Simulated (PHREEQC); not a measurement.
Solution (55 °C): 0.0025 mol/kgw HF, 0.012 mol/kgw (NH4)2SiF6, 0.0012 mol/kgw HBF4 and 0.0085 mol/kgw HCl. Closed to the air; pH follows from the charge balance.

All values are PHREEQC results (ion-association model, wateq4f.dat), not measurements.

| quantity | before | after |
|---|---|---|
| pH | 2.17 | 2.19 |
| ionic strength (mol/kgw) | 0.0429 | 0.0787 |
| SiF6-2 (mol/kgw) | 0.0109 | 0.0228 |
| HF (mol/kgw) | 0.00913 | 0.00958 |
| H4SiO4 (mol/kgw) | 0.00107 | 0.00120 |
| BF4- (mol/kgw) | 0.000881 | 0.000937 |
| SI of Chalcedony (SiO2) | +0.27 | +0.32 |

Q: Which change was made?
(A) temperature from 55 to 60 °C
(B) diluted 100-fold with water
(C) (NH4)2SiF6 from 0.012 to 0.024 mol/kgw
(D) HCl from 0.0085 to 0.00935 mol/kgw
(E) 0.016 mol/kgw NH3 added

A: C, (NH4)2SiF6 from 0.012 to 0.024 mol/kgw

Precipitation was switched off in this run. Some of these states are supersaturated (in Quartz (slow to form), Chalcedony (slow to form), for instance). At this temperature some constants are extrapolated from 25 °C, and those without enthalpy data are left unchanged. SiF6-2 is the database's only silicon fluoride. Real BF4- forms and hydrolyses slowly; the run takes it at equilibrium.
